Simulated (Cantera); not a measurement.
Input: 1 mol Fe3O4, 1.5 mol CO, 3.6 mol H2, held at 12.0 Pa.

These are equilibrium values from Cantera (NASA tables, ideal gas, pure condensed phases), not measurements of a reactor. Candidate condensed phases: C, C6H6, C7H8, C8H18, Fe, Fe(CO)5, FeO, Fe(OH)2, Fe(OH)3, Fe2O3, Fe3O4, H2O; 114 gas species. The tables' stoichiometric FeO is somewhat more stable than real wüstite, so its field is too wide. FeO: taken at fixed stoichiometry. Equilibrium is a limit: real reactors are often held back by kinetics, nucleation or transport. All values below are at 1848 K.

Base state: H2O 0.292, H2 0.255, Fe 0.190, CO 0.182, CO2 0.0518, H 0.0244, FeO 0.00292, OH 0.00206 (mole fractions); condensed: FeO(l).

What changes in the equilibrium state with this change: CO from 1.5 to 0.87 mol?


```json
[
 {"species": "H2O", "before": "0.292", "after": "0.332"},
 {"species": "H2", "before": "0.255", "after": "0.292"},
 {"species": "Fe", "before": "0.190", "after": "0.191"},
 {"species": "CO", "before": "0.182", "after": "0.120"},
 {"species": "CO2", "before": "0.0518", "after": "0.0340"},
 {"species": "H", "before": "0.0244", "after": "0.0261"},
 {"species": "Fe(OH)2", "before": "5.48e-5", "after": "6.23e-5"},
 {"species": "OH", "before": "0.00206", "after": "0.00219"},
 {"species": "O2", "before": "7.55e-5", "after": "7.47e-5"},
 {"species": "O", "before": "0.000150", "after": "0.000149"},
 {"species": "FeO(l), mol", "before": "1.76", "after": "1.90"}
]
```
